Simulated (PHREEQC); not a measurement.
Consider water at 25 °C with 0.0013 mol H3PO4 and 0.00017 mol Na2B4O7 per kg of water. Closed to the air; pH follows from the charge balance.

Model: ion-association model, phreeqc.dat, run in PHREEQC.

Each row changes one thing in this solution. No solid was allowed to form.

```
case                                             pH  ionic strength (mol/kgw)
---------------------------------------------  ----  ------------------------
as made                                        3.10                   0.00117
H3PO4 from 0.0013 to 0.0026 mol/kgw               …                   0.00210
Na2B4O7 left out                                  …                   0.00113
temperature from 25 to 50 °C                   3.12                   0.00114
Na2B4O7 from 0.00017 to 1.7e-05 mol/kgw           …                   0.00113
H3PO4 left out                                 9.19                  0.000340
H3PO4 replaced by KH2PO4 at the same molality  6.69                   0.00198
diluted 5-fold with water                         …                  0.000253
Na2B4O7 from 0.00017 to 8.5e-05 mol/kgw        3.03                   0.00115
```

### Question
Some entries are withheld; supply them.

### Answer

- H3PO4 from 0.0013 to 0.0026 mol/kgw, pH: 2.77
- Na2B4O7 left out, pH: 2.96
- Na2B4O7 from 0.00017 to 1.7e-05 mol/kgw, pH: 2.98
- diluted 5-fold with water, pH: 3.74

Constants without temperature data keep their 25 °C values here.
